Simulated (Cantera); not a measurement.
Input: 1 mol (CH₃)₂SiCl₂, 23 mol H₂, held at 1950 K and 330 Pa.

These are equilibrium values from Cantera (NASA tables, ideal gas, pure condensed phases), not measurements of a reactor. Candidate condensed phases: C, C₆H₆, C₇H₈, C₈H₁₈, Si, SiC; 109 gas species. The feed counts by its element totals alone. The tables' values for SiCl are old estimates; treat these amounts as uncertain. Rates play no part.

Base state: H₂ 0.907, HCl 0.0709, H 0.0190, Cl 0.00111, SiCl₂ 0.000638, C₂H₂ (acetylene) 0.000496, Si 0.000327, SiCl 5.32e-5 (mole fractions); condensed: C(graphite) + SiC(s).

What changes in the equilibrium state with this change: temperature from 1950 K to 1250 K?


```tsv
species	before	after
H₂	0.907	0.926
HCl	0.0709	0.0740
SiCl₂	0.000638	3.36e-5
H	0.0190	8.10e-6
Si	0.000327	<1e-9
SiCl	5.32e-5	<1e-9
SiH	1.37e-5	<1e-9
C(graphite), mol	1.00	1.00
SiC(s), mol	0.971	0.999
```
